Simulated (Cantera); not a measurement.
**Low-pressure radical oxidation in H2/O2**

An isothermal, constant-pressure homogeneous reactor starts with 3.33 % H2, 96.7 % O2, equivalence ratio 0.017, at 1225 K and 20.0 Torr.

Cantera simulation using GRI-Mech 3.0 (53 species, 325 reactions); the numbers are that mechanism's predictions, not measurements. Radical loss at walls, strong at low pressure, is not modelled.

```json
[
 {"t (s)": "2.00e-5", "x H2": "0.0333", "x O2": "0.967", "x O": "7.11e-10", "x HO2": "1.88e-9", "x OH": "6.65e-10", "x H2O2": "<1e-12"},
 {"t (s)": "5.64e-5", "x H2": "0.0333", "x O2": "0.967", "x O": "4.09e-9", "x HO2": "5.32e-9", "x OH": "3.45e-9", "x H2O2": "<1e-12"},
 {"t (s)": "0.000159", "x H2": "0.0333", "x O2": "0.967", "x O": "2.87e-8", "x HO2": "1.51e-8", "x OH": "2.10e-8", "x H2O2": "7.91e-12"},
 {"t (s)": "0.000448", "x H2": "0.0333", "x O2": "0.967", "x O": "8.89e-7", "x HO2": "4.74e-8", "x OH": "6.15e-7", "x H2O2": "6.43e-11"},
 {"t (s)": "0.00126", "x H2": "0.0249", "x O2": "0.960", "x O": "0.00458", "x HO2": "4.60e-6", "x OH": "0.00269", "x H2O2": "1.39e-7"},
 {"t (s)": "0.00356", "x H2": "0.000385", "x O2": "0.942", "x O": "0.0218", "x HO2": "4.52e-6", "x OH": "0.00248", "x H2O2": "1.13e-7"},
 {"t (s)": "0.0100", "x H2": "0.000265", "x O2": "0.950", "x O": "0.0149", "x HO2": "4.00e-6", "x OH": "0.00207", "x H2O2": "1.11e-7"},
 {"t (s)": "0.0283", "x H2": "0.000117", "x O2": "0.959", "x O": "0.00638", "x HO2": "2.87e-6", "x OH": "0.00137", "x H2O2": "1.00e-7"},
 {"t (s)": "0.0797", "x H2": "2.84e-5", "x O2": "0.964", "x O": "0.00154", "x HO2": "1.39e-6", "x OH": "0.000680", "x H2O2": "6.83e-8"},
 {"t (s)": "0.225", "x H2": "4.85e-6", "x O2": "0.966", "x O": "0.000264", "x HO2": "4.36e-7", "x OH": "0.000284", "x H2O2": "3.20e-8"},
 {"t (s)": "0.634", "x H2": "8.22e-7", "x O2": "0.966", "x O": "4.53e-5", "x HO2": "1.08e-7", "x OH": "0.000118", "x H2O2": "1.13e-8"},
 {"t (s)": "1.79", "x H2": "1.65e-7", "x O2": "0.966", "x O": "9.22e-6", "x HO2": "2.81e-8", "x OH": "5.32e-5", "x H2O2": "3.53e-9"},
 {"t (s)": "5.03", "x H2": "4.07e-8", "x O2": "0.966", "x O": "2.29e-6", "x HO2": "1.12e-8", "x OH": "2.65e-5", "x H2O2": "1.10e-9"},
 {"t (s)": "14.2", "x H2": "1.21e-8", "x O2": "0.966", "x O": "6.84e-7", "x HO2": "9.78e-9", "x OH": "1.45e-5", "x H2O2": "3.80e-10"},
 {"t (s)": "40.0", "x H2": "5.33e-9", "x O2": "0.966", "x O": "3.02e-7", "x HO2": "1.22e-8", "x OH": "9.62e-6", "x H2O2": "1.87e-10"}
]
```
x: mole fraction; the columns are a selection and need not sum to one.

Equilibrium at this temperature and pressure: H2 4.50e-9, O2 0.966, O 2.55e-7, HO2 1.30e-8, OH 8.84e-6, H2O2 1.62e-10 (gas phase only).
